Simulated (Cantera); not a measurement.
A perfectly stirred reactor is fed with 1.38 % CH4, 98.6 % H2, 0.0325 % N2, at 7800 Pa; it is held at 2050 K, and followed from long to short residence time.

Detailed kinetics in Cantera: GRI-Mech 3.0 (53 species, 325 reactions). GRI-Mech 3.0 stops at C3 and has no aromatics, soot or wall deposition, so with more carbon than oxygen in the feed, carbon stays in small species such as C2H2 where larger ones or solid carbon would form.

### Question
Predict: x(CH4) at τ = 5.60 s; x(H2) at τ = 5.60 s; x(C2H) at τ = 5.60 s; x(CH3) at τ = 5.60 s; x(HCN) at τ = 5.60 s; x(CH4) at τ = 57.0 ms; x(H2) at τ = 57.0 ms; x(C2H) at τ = 57.0 ms; x(CH3) at τ = 57.0 ms; x(HCN) at τ = 57.0 ms.

### Answer
```json
{
  "x(CH4) at τ = 5.60 s": "0.000327",
  "x(H2) at τ = 5.60 s": "0.985",
  "x(C2H) at τ = 5.60 s": "1.18e-6",
  "x(CH3) at τ = 5.60 s": "5.20e-5",
  "x(HCN) at τ = 5.60 s": "4.75e-7",
  "x(CH4) at τ = 57.0 ms": "0.00337",
  "x(H2) at τ = 57.0 ms": "0.984",
  "x(C2H) at τ = 57.0 ms": "7.43e-7",
  "x(CH3) at τ = 57.0 ms": "0.000453",
  "x(HCN) at τ = 57.0 ms": "2.42e-8"
}
```
